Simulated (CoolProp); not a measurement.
R1336mzz(E) at several states: density (kg/m³) from the reference equation and from simpler models built on Tc = 130.4 °C, pc = 2779 kPa, ω = 0.413; each cubic takes its own stable root.

Values from CoolProp's reference Helmholtz-energy equation of state, Akasaka 2023.

| T (°C) | p (kPa) | phase | reference |
|---|---|---|---|
| 48.25 | 64.9 | gas | 4.062 |
| 20.85 | 20.2 | gas | 1.367 |
| 40.25 | 1710 | liquid | 1285 |
| 111.75 | 144 | gas | 7.551 |
| 5.35 | 63.6 | gas | 4.651 |

Question: How far does each simpler model (Redlich-Kwong, Peng-Robinson) lie from the reference over these 5 states: mean and median of the absolute difference, and the worst?

Answer: 
- Redlich-Kwong: mean 4.1 %, median 0.4 %, worst -18.9 % at 40.25 °C and 1710 kPa
- Peng-Robinson: mean 0.4 %, median 0.1 %, worst -1.6 % at 40.25 °C and 1710 kPa
